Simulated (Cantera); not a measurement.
Feed: 1 mol TiO₂, 570 mol H₂, at 1925 K and 1.20 bar.

Equilibrium computed with Cantera from the NASA thermochemical tables; the gas is ideal and each condensed phase is pure. Candidate condensed phases: H₂O, Ti, TiO, TiO₂, Ti₂O₃, Ti₃O₅, Ti₄O₇; 12 gas species. The numbers say what is thermodynamically allowed, not how fast it happens.

Base state: H₂ 0.998, H₂O 0.000877, H 0.000872 (mole fractions); condensed: Ti₂O₃(s).

What changes in the equilibrium state with this change: temperature from 1925 K to 1398.15 K?


```
species          before     after
-------------  --------  --------
H₂                0.998     0.999
H₂O            0.000877  0.000585
H              0.000872   4.33e-6
Ti₂O₃(s), mol     0.500         0
Ti₃O₅(s), mol         0     0.333
```
